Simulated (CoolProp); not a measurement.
Vapour-liquid equilibrium of n-heptane (1) + n-dodecane (2) at 0.00942 bar; x and y are mole fractions of (1).

Computed with CoolProp (multi-fluid Helmholtz-energy mixture model, Span 2003 and Lemmon 2004; pair parameters Bell 2016).

```csv
x,"bubble temperature, mixture model (°C)","bubble temperature, Raoult's law (°C)","y, mixture model","y, Raoult's law"
0.05,47.9,47.4,0.897,0.901
0.125,28.2,28.9,[?],0.977
0.2,[?],19.8,0.991,0.990
0.275,[?],13.9,0.995,0.995
0.35,8.1,9.6,0.997,0.997
0.425,4.8,6.2,0.998,0.998
0.5,[?],3.5,0.999,0.999
0.575,0.2,1.2,0.999,0.999
0.65,[?],-0.8,0.999,0.999
0.725,[?],-2.5,1.000,1.000
0.8,[?],-4.1,1.000,1.000
0.875,[?],-5.5,1.000,1.000
0.95,-6.8,-6.7,1.000,1.000
```

Question: Complete the blanks.

Answer: 
- 0.125, y, mixture model: 0.978
- 0.2, bubble temperature, mixture model (°C): 18.5
- 0.275, bubble temperature, mixture model (°C): 12.4
- 0.5, bubble temperature, mixture model (°C): 2.2
- 0.65, bubble temperature, mixture model (°C): -1.6
- 0.725, bubble temperature, mixture model (°C): -3.0
- 0.8, bubble temperature, mixture model (°C): -4.4
- 0.875, bubble temperature, mixture model (°C): -5.6

The largest gap from Raoult's law is -1.5 K in bubble temperature, at x = 0.35. No azeotrope shows between x = 0.05 and 0.95.

The pair parameters rest on a limited set of measurements; away from them the model extrapolates. The gap from Raoult's law changes sign with composition, which may be real or a fault of the pair parameters; it wasn't checked against measurements.
